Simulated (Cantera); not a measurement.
Input: 1 mol CS₂, 0.006 mol SO₂, 17 mol H₂, equilibrated at 101000 Pa.

Method: chemical equilibrium by Gibbs-energy minimisation in Cantera with the NASA 1993 tables (ideal gas, pure condensed phases). Candidate condensed phases: C, C₆H₆, C₇H₈, C₈H₁₈, H₂O, H₂SO₄, S; 123 gas species. Gases not in the tables: S₃ to S₇. Equilibrium is a limit: real reactors are often held back by kinetics, nucleation or transport.

x: gas mole fraction; n: condensed amount in mol.

```tsv
T (K)	x H₂	x H₂S	x CH₄	x CS₂	x S₂	x SH	n C(graphite)
1075	0.845	0.122	0.0326	3.58e-5	?	3.16e-6	0.451
1125	0.857	0.120	0.0215	7.93e-5	?	7.02e-6	0.629
1175	0.865	0.119	0.0145	0.000166	?	1.47e-5	0.742
1225	0.871	0.118	0.0101	0.000330	?	2.89e-5	0.813
1275	0.874	0.117	0.00718	0.000620	?	5.39e-5	0.856
1325	0.877	0.116	0.00523	0.00110	?	9.55e-5	0.881
1375	0.879	0.114	0.00390	0.00186	?	0.000161	0.890
1425	0.882	0.111	0.00297	0.00296	?	0.000260	0.887
1475	0.885	0.106	0.00231	0.00446	?	0.000401	0.872
1525	0.888	0.101	0.00182	0.00634	?	0.000592	0.847
1575	0.891	0.0953	0.00146	0.00854	?	0.000839	0.813
1625	0.895	0.0886	0.00119	0.0109	?	0.00115	0.773
1675	0.898	0.0815	0.000985	0.0134	?	0.00152	0.729
1725	0.902	0.0744	0.000823	0.0158	?	0.00194	0.682
```

**Question.** Some entries are withheld; supply them.

**Answer.** 
- 1075, x S₂: 5.02e-6
- 1125, x S₂: 1.17e-5
- 1175, x S₂: 2.56e-5
- 1225, x S₂: 5.30e-5
- 1275, x S₂: 0.000104
- 1325, x S₂: 0.000191
- 1375, x S₂: 0.000333
- 1425, x S₂: 0.000546
- 1475, x S₂: 0.000846
- 1525, x S₂: 0.00124
- 1575, x S₂: 0.00171
- 1625, x S₂: 0.00224
- 1675, x S₂: 0.00281
- 1725, x S₂: 0.00339
